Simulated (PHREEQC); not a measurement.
1 kg of water holding 0.017 mol/kgw Na2SO4, 0.035 mol/kgw NaCl, 0.088 mol/kgw NaOH and 0.012 mol/kgw Na2CO3 is evaporated at 25 °C; the solids stay in contact with the brine. No CO2 enters from the air. Solids allowed: Burkeite, Halite, Mirabilite, Nahcolite, Natron, Thenardite, Trona. Others were left out.

All values are PHREEQC results (Pitzer model, pitzer.dat), not measurements.

```
water left (kg)  ionic strength  water activity  Halite (mol)  Burkeite (mol)  S in solution (mol/kgw)  Na in solution (mol/kgw)  Cl in solution (mol/kgw)     pH
---------------  --------------  --------------  ------------  --------------  -----------------------  ------------------------  ------------------------  -----
1                         0.210           0.995             0               0                   0.0170                     0.181                    0.0350  12.80
0.8219                    0.255           0.994             0               0                   0.0207                     0.220                    0.0426  12.87
0.6755                    0.311           0.992             0               0                   0.0252                     0.268                    0.0518  12.95
0.4563                    0.460           0.989             0               0                   0.0373                     0.397                    0.0767  13.11
0.375                     0.560           0.986             0               0                   0.0453                     0.483                    0.0933  13.19
0.3082                    0.681           0.983             0               0                   0.0552                     0.587                     0.114  13.27
0.2533                    0.829           0.980             0               0                   0.0671                     0.714                     0.138  13.35
0.1711                     1.23           0.970             0               0                   0.0993                      1.06                     0.205  13.51
0.1407                     1.49           0.963             0               0                    0.121                      1.29                     0.249  13.60
0.1156                     1.82           0.955             0               0                    0.147                      1.57                     0.303  13.69
0.09502                    2.21           0.945             0               0                    0.179                      1.90                     0.368  13.79
0.06418                    3.27           0.917             0               0                    0.265                      2.82                     0.545  14.00
0.05276                    3.98           0.896             0               0                    0.322                         …                     0.663  14.12
0.04335                    4.84           0.870             0               0                    0.392                      4.18                     0.807  14.25
0.03564                    5.89           0.836             0               0                    0.477                      5.08                     0.982  14.40
0.02407                    8.72           0.734             0               0                    0.706                      7.52                      1.45  14.76
0.01979                    8.68           0.697             0         0.00424                    0.430                      7.86                      1.77  14.93
0.01627                    9.11           0.642             0         0.00685                    0.202                      8.60                      2.15  15.13
0.01337                    10.3           0.560       7.13e-5         0.00808                   0.0624                      9.90                      2.61  15.41
0.00903                    12.3           0.414        0.0224         0.00846                  0.00779                         …                      1.40  16.17
0.007427                   14.1           0.308             …         0.00849                  0.00145                      13.6                     0.801  16.72
0.006094                   16.5           0.188        0.0329         0.00850                 0.000132                      15.9                     0.346  17.48
```

Problem. Complete the blanks.

Solution. 
- 0.05276, Na in solution (mol/kgw): 3.43
- 0.00903, Na in solution (mol/kgw): 11.9
- 0.007427, Halite (mol): 0.0291
